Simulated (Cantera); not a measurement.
A closed system holds: 1 mol Ti, a varied amount of CH4, equilibrated at 13.0 Pa.

Cantera equilibrium calculation (NASA polynomials, part measured and part estimated; ideal gas, pure solids and liquids). Candidate condensed phases: C, C6H6, C7H8, C8H18, Ti, TiC; 77 gas species. Mutual solubility and eutectic melting of coexisting phases are not modelled. TiC: taken at fixed stoichiometry. Condensed phases not in the tables: N, O or C dissolved in the metal. Kinetics and transport are ignored.

**Question.** What condenses at these points (T in °C, n(CH4) in mol): (1777, 0.23); (1877, 0.49); (777, 0.57); (1877, 1.1); (977, 0.67); (1577, 0.57)?

**Answer.** 
| T (°C) | n(CH4) in mol | condensed phases | Ti condensed (%) |
|---|---|---|---|
| 1777 | 0.23 | Ti + TiC | 91.4 |
| 1877 | 0.49 | TiC | 49.0 |
| 777 | 0.57 | Ti + TiC | 100.0 |
| 1877 | 1.1 | C + TiC | 100.0 |
| 977 | 0.67 | Ti + TiC | 100.0 |
| 1577 | 0.57 | Ti + TiC | 99.0 |
